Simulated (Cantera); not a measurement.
Source: NASA polynomial tables (part measured, part estimated), evaluated in Cantera. Values are per mole of reaction as written; species without (g) are pure solids or liquids, kept so even where they would boil at 1 bar. The tables' values for SiF2 are old estimates.

6 SiF2(g) + 2 SF6(g) ⇌ S2(g) + 6 SiF4(g)

```tsv
T (K)	ΔH° (kJ)	ΔS° (J/K)	ΔG° (kJ)	log10 K
1225	[?]	[?]	[?]	[?]
1275	[?]	[?]	[?]	[?]
1325	-3579.1	-178.9	-3342.1	131.75
1375	-3578.2	-178.2	-3333.2	126.62
1425	-3577.2	-177.5	-3324.3	121.85
1475	[?]	[?]	[?]	[?]
1525	-3575.2	-176.1	-3306.6	113.26
```

Problem. Fill in the missing entries.

Solution. 
- 1225, ΔH° (kJ): -3580.9
- 1225, ΔS° (J/K): -180.3
- 1225, ΔG° (kJ): -3360.1
- 1225, log10 K: 143.27
- 1275, ΔH° (kJ): -3580.0
- 1275, ΔS° (J/K): -179.6
- 1275, ΔG° (kJ): -3351.1
- 1275, log10 K: 137.28
- 1475, ΔH° (kJ): -3576.2
- 1475, ΔS° (J/K): -176.8
- 1475, ΔG° (kJ): -3315.4
- 1475, log10 K: 117.41
